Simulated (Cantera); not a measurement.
Input (Python, Cantera) and output of one run.

```python
import numpy as np
import cantera as ct

gas_names = """
    H HNO HNO2 HNO3 HO2 H2 H2O H2O2 N NH NH2 NH3 NH2OH NO NO2 NO3 N2 N2H2 N2H4 N2O O OH O2 O3
""".split()
cond_names = """
    H2O(s) H2O(L)
""".split()


# ... load() reads the species with a 1 bar reference pressure and builds the phases ...
atoms = {
    'NH3': {'N': 1, 'H': 3},
    'O2': {'O': 2},
    'N2': {'N': 2},
    'H2': {'H': 2},
}
top_T = {}  # K; cautious upper limits of use, not melting points


# ... equilibrate(T, P, feed) seeds the gas with the atoms and calls Mixture.equilibrate('TP', solver="vcs", rtol=1e-11, max_steps=5000) ...
results = []
feed = {'NH3': 1, 'O2': 0.86, 'N2': 47, 'H2': 8.8}  # mol
T = 873.15  # K
P = 42  # Pa
mix = equilibrate(T, P, feed)
results.append((T, P, feed, dict(zip(mix.species_names, mix.species_moles))))
x = sorted(zip(gas.X, gas.species_names), reverse=True)
print(f"T = {T:g} K  P = {P:g} Pa  gas = {mix.phase_moles(0):.4g} mol")
print("   x: " + "  ".join(f"{s} {v:.3e}" for v, s in x if v > 1e-06))
print("   condensed (mol): " + ("  ".join(f"{mix.phase(i).name} {mix.phase_moles(i):.4g}"
      for i in range(1, mix.n_phases) if mix.phase_moles(i) > 1e-12) or "none"))
```

It prints:

```
T = 873.15 K  P = 42 Pa  gas = 57.8 mol
   x: N2 8.218e-01  H2 1.484e-01  H2O 2.976e-02
   condensed (mol): none
```

Cantera equilibrium calculation (NASA polynomials, part measured and part estimated; ideal gas, pure solids and liquids).
